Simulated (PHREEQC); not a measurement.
0.064 g of hydrous ferric oxide (600 m²/g; 0.2 weak and 0.005 strong sites per Fe, Dzombak-Morel constants, diffuse double layer) in 1 kg of water with 0.001 mol/kgw of an inert sodium salt, at 25 °C; the pH is set by adding NaOH or the inert anion's acid. O2 is buffered at 0.21 atm. No CO2 enters from the air. No solid was allowed to form.

Computed with PHREEQC (ion-association model, wateq4f.dat).

| pH | surface charge σ (C/m²) | surface potential ψ (mV) |
|---|---|---|
| 4 | 0.118 | 210 |
| 5 | 0.050 | 169 |
| 5.5 | 0.031 | 145 |
| 6.5 | 0.011 | 92 |
| 7 | 0.006 | 64 |
| 8 | 0.000 | 6 |
| 9 | -0.004 | -51 |
| 9.5 | -0.008 | -80 |
| 10.5 | -0.028 | -133 |
| 11 | -0.054 | -155 |
| 12 | -0.200 | -176 |
